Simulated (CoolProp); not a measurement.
n-perfluoropentane along the isobar 3800 kPa: Z from the reference equation and from simpler models built on Tc = 147.9 °C, pc = 2063 kPa, ω = 0.436; each cubic takes its own stable root.

Model: reference Helmholtz-energy equation of state, Gao 2022, in CoolProp.

```
T (°C)          phase   reference  van der Waals  Redlich-Kwong  Soave-Redlich-Kwong
------  -------------  ----------  -------------  -------------  -------------------
27.65          liquid      0.2707         0.4310         0.3042               0.2880
42.95          liquid      0.2656         0.4202         0.2994               0.2830
58.25          liquid      0.2619         0.4114         0.2963               0.2799
73.55          liquid  (withheld)         0.4046         0.2952           (withheld)
88.95          liquid      0.2593         0.3997         0.2961           (withheld)
104.25         liquid      0.2609     (withheld)         0.2994               0.2850
119.55         liquid      0.2653         0.3966         0.3057               0.2938
134.85         liquid      0.2738         0.3989     (withheld)               0.3088
150.25  supercritical      0.2897         0.4046         0.3325               0.3344
165.55  supercritical      0.3207         0.4147         0.3579               0.3789
180.85  supercritical      0.3892         0.4312         0.3978               0.4548
196.15  supercritical      0.4984         0.4565         0.4559               0.5495
211.55  supercritical      0.5925         0.4934     (withheld)               0.6324
226.85  supercritical      0.6620         0.5398         0.5867               0.6970
```

Task: Fill in the missing entries.

Result: 
- 73.55, reference: 0.2597
- 73.55, Soave-Redlich-Kwong: 0.2789
- 88.95, Soave-Redlich-Kwong: 0.2804
- 104.25, van der Waals: 0.3970
- 134.85, Redlich-Kwong: 0.3161
- 211.55, Redlich-Kwong: 0.5242
